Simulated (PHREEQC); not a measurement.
1.8 g of hydrous ferric oxide (600 m²/g; 0.2 weak and 0.005 strong sites per Fe, Dzombak-Morel constants, diffuse double layer) in 1 kg of water with 0.1 mol/kgw of an inert sodium salt and 2e-05 mol Na2SeO4, at 25 °C; the pH is set by adding NaOH or the inert anion's acid. Oxygen alone is held at its pressure in air (log pO2 = -0.68). CO2 from the air is kept out. Nothing may precipitate in this run.

Base run: PHREEQC, ion-association model, wateq4f.dat. Each further column changes one thing. The table gives Se sorbed (%).

```tsv
pH	base	background salt from 0.1 to 0.01 mol/kgw	oxide from 1.8 to 9 g/kgw
4	99.8	100.0	99.9
4.75	99.4	100.0	99.9
5.88	93.4	99.0	98.6
6.62	61.5	87.0	89.0
7.38	10.7	23.7	37.4
8.12	0.7	1.3	3.6
9.25	0.0	0.0	0.1
10	0.0	0.0	0.0
```
